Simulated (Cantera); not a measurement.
Mixture: C₂H₄ : O₂ : N₂ : H₂O = 1 : 3.61 : 13.6 : 1.7 (molar parts), at 1.00 bar, adiabatic and at constant volume. Ignition delay is the time to a rise of 400 K.

Cantera simulation using GRI-Mech 3.0 (53 species, 325 reactions); the numbers are that mechanism's predictions, not measurements. GRI-Mech 3.0 was tuned for natural gas; its chemistry of ethylene as a main component is partial and can be far from experiment.

Predict: delay at 1225 K; delay at 1425 K; delay at 1625 K; delay at 1825 K; apparent activation energy between 1725 and 1925 K.


```json
{
  "delay at 1225 K": "0.253 ms",
  "delay at 1425 K": "42.6 µs",
  "delay at 1625 K": "19.0 µs",
  "delay at 1825 K": "10.6 µs",
  "apparent activation energy between 1725 and 1925 K": "72 kJ/mol"
}
```
